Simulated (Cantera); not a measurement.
A closed system holds: 1 mol CuO, a varied amount of CO, 5 mol H2, at 0.00160 bar.

Cantera equilibrium calculation (NASA polynomials, part measured and part estimated; ideal gas, pure solids and liquids). Candidate condensed phases: C, C6H6, C7H8, C8H18, Cu, CuO, Cu(OH)2, Cu2O, H2O; 113 gas species. Rates play no part.

Question: What condenses at these points (T in K, n(CO) in mol): (1623, 0.74); (1623, 2); (1798, 1.2); (1848, 14); (1648, 5.2)?

Answer: 
```json
[
 {"T (K)": "1623", "n(CO) in mol": "0.74", "condensed phases": "Cu", "Cu condensed (%)": "79.3"},
 {"T (K)": "1623", "n(CO) in mol": "2", "condensed phases": "Cu", "Cu condensed (%)": "74.8"},
 {"T (K)": "1798", "n(CO) in mol": "1.2", "condensed phases": "gas only", "Cu condensed (%)": "0.0"},
 {"T (K)": "1848", "n(CO) in mol": "14", "condensed phases": "gas only", "Cu condensed (%)": "0.0"},
 {"T (K)": "1648", "n(CO) in mol": "5.2", "condensed phases": "Cu", "Cu condensed (%)": "46.9"}
]
```
